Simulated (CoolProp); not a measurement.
Vapour pressure (MPa) of c-C4F8 (RC318): the reference equation beside estimates from Tc = 115.2 °C, pc = 2.778 MPa, ω = 0.355.

The numbers come from the reference Helmholtz-energy equation of state, Platzer 1990 in CoolProp. This equation is an older, rougher fit; its heat capacities, sound speeds and derivatives of the liquid may be far off and weren't checked against measurements.

| T (°C) | reference | Lee-Kesler | Redlich-Kwong | Peng-Robinson |
|---|---|---|---|---|
| 16.35 | … | … | 0.4040 | 0.2332 |
| 25.15 | 0.3140 | … | 0.5076 | 0.3117 |
| 34.05 | 0.4133 | 0.4138 | 0.6299 | 0.4104 |
| 42.85 | 0.5331 | 0.5334 | 0.7695 | 0.5298 |
| 51.65 | 0.6771 | 0.6771 | 0.9290 | 0.6740 |
| 60.55 | … | 0.8501 | 1.112 | … |
| 69.35 | … | 1.052 | … | 1.052 |
| 78.15 | 1.289 | 1.288 | 1.541 | … |

Problem. Fill in the missing entries.

Solution. 
- 16.35, reference: 0.2348
- 16.35, Lee-Kesler: 0.2351
- 25.15, Lee-Kesler: 0.3145
- 60.55, reference: 0.8506
- 60.55, Peng-Robinson: 0.8483
- 69.35, reference: 1.053
- 69.35, Redlich-Kwong: 1.315
- 78.15, Peng-Robinson: 1.291

Absolute difference from the reference over all 8 rows, mean and median: Lee-Kesler 0.1 and 0.1 %, Redlich-Kwong 42.9 and 40.8 %, Peng-Robinson 0.5 and 0.5 %.
